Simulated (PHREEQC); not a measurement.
Make-up at 35 °C: 0.0014 mol H2SeO3 and 0.15 mol FeCl3 per kg of water. It is in equilibrium with CO2 at log p = -1 (atm). Otherwise closed; pH follows from the charge balance.

The numbers come from PHREEQC with the ion-association model, wateq4f.dat.

The ionic strength comes out as 0.538 mol/kgw. What activity coefficients do H+, Fe2(OH)2+4, Fe+3, Fe3(OH)4+5, Cl- get?

H+ 0.76, Fe2(OH)2+4 0.0067, Fe+3 0.084, Fe3(OH)4+5 0.00040, Cl- 0.63.

Precipitation was switched off in this run. Saturation is exceeded, for instance for Hematite (slow to form), Goethite (slow to form); the values hold only as long as no solid forms.
